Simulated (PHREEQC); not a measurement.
Ca(OH)2 is added in steps, without added water, to 1 kg of water holding 2.4 mmol/kgw Cu(NO3)2 and 0.37 mmol/kgw NaCl, at 25 °C. Oxygen alone is held at its pressure in air (log pO2 = -0.68). No CO2 enters from the air. Solids allowed: Portlandite, Cu(OH)2, Atacamite, Cu2(OH)3NO3, Halite. Others were left out.

Base run: PHREEQC, ion-association model, wateq4f.dat. Each further column changes one thing. The table gives pH.

```tsv
Ca(OH)2 added (mol)	base	Davies equation for every ion	all activity coefficients set to 1	Debye-Hückel limiting law	metal-ligand complexes left out
0	5.09	5.10	5.03	5.10	5.09
0.000375	5.66	5.66	5.55	5.68	5.66
0.0009375	5.84	5.84	5.77	5.85	5.84
0.001313	5.91	5.91	5.84	5.92	5.91
0.001875	6.09	6.09	6.02	6.10	6.09
0.00225	6.37	6.38	6.35	6.38	6.37
0.002625	10.60	10.60	10.63	10.59	10.60
0.003187	11.14	11.14	11.18	11.13	11.14
0.003563	11.30	11.30	11.34	11.30	11.30
0.004125	11.47	11.47	11.51	11.46	11.47
0.0045	11.55	11.55	11.59	11.55	11.55
```

The database's constant for dissolved Cu(OH)2 is higher than later reviews accept.
